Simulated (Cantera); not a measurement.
Charge: 1 mol CH3SiCl3, a varied amount of H2, held at 2273.15 K and 0.100 bar.

Cantera equilibrium calculation (NASA polynomials, part measured and part estimated; ideal gas, pure solids and liquids). Candidate condensed phases: C, C6H6, C7H8, C8H18, Si, SiC; 109 gas species. The feed counts by its element totals alone. The tables' values for SiCl are old estimates; treat these amounts as uncertain. Gases not in the tables: Si2H6 and higher silanes. Equilibrium is a limit: real reactors are often held back by kinetics, nucleation or transport.

x: gas mole fraction; n: condensed amount in mol.

```csv
n(H2) (mol),x H2,x HCl,x H,x SiCl2,x C2H2 (acetylene),n SiC(s)
26,0.872,0.0938,0.0248,(withheld),0.00228,0.856
40,0.904,0.0641,0.0253,(withheld),0.00171,0.837
61,0.926,0.0435,0.0256,(withheld),0.00140,0.798
94,0.941,0.0290,0.0258,(withheld),0.00124,0.727
140,0.950,0.0198,0.0259,(withheld),0.00117,0.619
220,0.957,0.0128,0.0260,(withheld),0.00112,0.425
340,0.962,0.00834,0.0261,(withheld),0.00110,0.129
530,0.966,0.00540,0.0261,(withheld),0.000839,0
810,0.968,0.00355,0.0262,(withheld),0.000566,0
1200,0.970,0.00241,0.0262,(withheld),0.000389,0
```

Question: Fill in the missing entries.

Answer: 
- 26, x SiCl2: 0.00290
- 40, x SiCl2: 0.00154
- 61, x SiCl2: 0.000774
- 94, x SiCl2: 0.000362
- 140, x SiCl2: 0.000174
- 220, x SiCl2: 7.32e-5
- 340, x SiCl2: 3.14e-5
- 530, x SiCl2: 1.02e-5
- 810, x SiCl2: 3.05e-6
- 1200, x SiCl2: 9.73e-7
